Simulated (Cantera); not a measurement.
Feed: 1 mol HCl, 3.2 mol H2, 0.082 mol O2, at 3052 °C and 101000 Pa.

Method: chemical equilibrium by Gibbs-energy minimisation in Cantera with the NASA 1993 tables (ideal gas, pure condensed phases). Candidate condensed phases: H2O; 14 gas species. Kinetics and transport are ignored.

Base state: H2 0.497, H 0.272, HCl 0.145, Cl 0.0532, H2O 0.0249, OH 0.00568, O 0.00184, O2 3.59e-5 (mole fractions); condensed: gas only.

Question: What changes in the equilibrium state with this change: O2 from 0.082 to 2.6 mol?

Answer: 
| species | before | after |
|---|---|---|
| H2O | 0.0249 | 0.274 |
| OH | 0.00568 | 0.142 |
| H | 0.272 | 0.119 |
| H2 | 0.497 | 0.0952 |
| O2 | 3.59e-5 | 0.118 |
| O | 0.00184 | 0.106 |
| HCl | 0.145 | 0.0792 |
| Cl | 0.0532 | 0.0663 |
| HO2 | 5.42e-8 | 7.80e-5 |
| ClO | 2.58e-6 | 0.000185 |
| HOCl | 5.57e-7 | 1.74e-5 |
| Cl2 | 1.14e-5 | 1.78e-5 |

Question: What changes in the equilibrium state with this change: temperature from 3052 °C to 925 °C?

Answer: 
```csv
species,before,after
H2,0.497,0.723
HCl,0.145,0.238
H2O,0.0249,0.0390
H,0.272,1.61e-7
Cl,0.0532,4.60e-8
OH,0.00568,<1e-9
O,0.00184,<1e-9
O2,3.59e-5,<1e-9
```

Question: What changes in the equilibrium state with this change: temperature from 3052 °C to 250 °C?

Answer: 
| species | before | after |
|---|---|---|
| H2 | 0.497 | 0.723 |
| HCl | 0.145 | 0.238 |
| H2O | 0.0249 | 0.0390 |
| H | 0.272 | <1e-9 |
| Cl | 0.0532 | <1e-9 |
| OH | 0.00568 | <1e-9 |
| O | 0.00184 | <1e-9 |
| O2 | 3.59e-5 | <1e-9 |
